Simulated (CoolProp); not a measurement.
The numbers come from the reference Helmholtz-energy equation of state, Schmidt 1985 in CoolProp.

Problem. For oxygen, give the phase and the viscosity (µPa s), conductivity (mW/(m K)) at 147 K and 3.15 bar; 147 K and 9.46 bar.

Solution. 
- 147 K and 3.15 bar: gas; viscosity 11.2, conductivity 13.7
- 147 K and 9.46 bar: gas; viscosity 11.4, conductivity 14.4

Viscosity comes from a separate model (Lemmon 2004). Thermal conductivity comes from a separate model (Lemmon 2004).
